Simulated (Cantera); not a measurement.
Predominance diagram of Sr at 1875 K against the partial pressures of O2 and Cl2 (log10, bar). Cantera with NASA thermochemical tables; ideal gases at 1 bar, condensed phases pure. Candidates: Sr(l), SrCl2(l), SrO(s). Only these pure phases compete in this equilibrium. Not in the tables: the peroxide, oxide halides.

### Question
Which phase is stable at these pairs, and which metal-bearing vapour leads over it? (-3.5, -1.1); (-15, 0); (-8.1, -1.1); (0, -11.4); (-4.6, -9.1); (-5.8, -2.3); (-8.1, -10.3)

### Answer
| log p(O2) | log p(Cl2) | phase | chief vapour | log p (bar) |
|---|---|---|---|---|
| -3.5 | -1.1 | SrCl2(l) | SrCl2 | -1.4 |
| -15 | 0 | SrCl2(l) | SrCl2 | -1.4 |
| -8.1 | -1.1 | SrCl2(l) | SrCl2 | -1.4 |
| 0 | -11.4 | SrO(s) | SrO | -7.8 |
| -4.6 | -9.1 | SrO(s) | SrCl2 | -3.5 |
| -5.8 | -2.3 | SrCl2(l) | SrCl2 | -1.4 |
| -8.1 | -10.3 | SrO(s) | SrCl2 | -3.0 |
